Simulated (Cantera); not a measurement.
Charge: 1 mol SiHCl3, 0.96 mol HCl, 10 mol H2, held at 1250 °C and 4.95 Torr.

Cantera equilibrium calculation (NASA polynomials, part measured and part estimated; ideal gas, pure solids and liquids). The tables' values for SiCl3, SiCl are old estimates; treat these amounts as uncertain. Rates play no part.

```tsv
species	before	after
H2	0.774	0.995
HCl	0.149	0.00467
H	0.000251	0.000284
SiCl2	0.0747	7.15e-5
SiCl4	0.000195	<1e-9
SiCl3	0.00221	5.85e-8
SiHCl3	0.000114	3.42e-9
SiH2Cl2	1.07e-5	1.32e-8
Cl	3.87e-5	1.07e-6
SiCl	1.81e-5	6.26e-7
Si(s), mol	0	0.936
```
Gas species are given as mole fractions.

Problem. Name the change that produced these shifts.
A. pressure from 4.95 Torr to 390 Torr
B. pressure from 4.95 Torr to 150 Torr
C. H2 from 10 to 820 mol
D. temperature from 1250 °C to 1125 °C

Solution. C, H2 from 10 to 820 mol
